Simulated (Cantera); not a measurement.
An isothermal, constant-pressure homogeneous reactor starts with NH3 : H2 = 1 : 2.9 (molar parts), at 1975 K and 6800 Pa. Integrator tolerance rtol = 1e-08.

Computed with Cantera and the gas-phase N/H chemistry of the illustrative SiF4/NH3 mechanism in the Surface Chemkin manual (1991). Walls and surfaces, which speed up NH3 decomposition in real reactors, are not modelled.

Problem. What does this change do: temperature 1975 to 1875 K?

Solution. 
```
quantity                                             before                                     after
-----------------  ----------------------------------------  ----------------------------------------
x(NH3) at 2.00 s     0.0157 (gas-phase equilibrium 3.82e-7)    0.0963 (gas-phase equilibrium 4.60e-7)
x(H2) at 2.00 s         0.887 (gas-phase equilibrium 0.893)       0.839 (gas-phase equilibrium 0.896)
x(N2) at 2.00 s        0.0957 (gas-phase equilibrium 0.102)      0.0636 (gas-phase equilibrium 0.102)
x(N) at 2.00 s     8.77e-7 (gas-phase equilibrium 7.63e-10)  3.34e-7 (gas-phase equilibrium 1.61e-10)
x(N2H2) at 2.00 s    5.82e-8 (gas-phase equilibrium <1e-12)    2.53e-7 (gas-phase equilibrium <1e-12)
x(NH) at 2.00 s     4.57e-6 (gas-phase equilibrium 1.20e-9)  3.69e-6 (gas-phase equilibrium 3.78e-10)
```

Problem. What does this change do: temperature 1975 to 1725 K?

Solution. 
| quantity | before | after |
|---|---|---|
| x(NH3) at 2.00 s | 0.0157 (gas-phase equilibrium 3.82e-7) | 0.218 (gas-phase equilibrium 6.28e-7) |
| x(H2) at 2.00 s | 0.887 (gas-phase equilibrium 0.893) | 0.767 (gas-phase equilibrium 0.897) |
| x(N2) at 2.00 s | 0.0957 (gas-phase equilibrium 0.102) | 0.0154 (gas-phase equilibrium 0.102) |
| x(N) at 2.00 s | 8.77e-7 (gas-phase equilibrium 7.63e-10) | 7.42e-8 (gas-phase equilibrium 1.11e-11) |
| x(N2H2) at 2.00 s | 5.82e-8 (gas-phase equilibrium <1e-12) | 3.01e-7 (gas-phase equilibrium <1e-12) |
| x(NH) at 2.00 s | 4.57e-6 (gas-phase equilibrium 1.20e-9) | 1.31e-6 (gas-phase equilibrium 5.17e-11) |
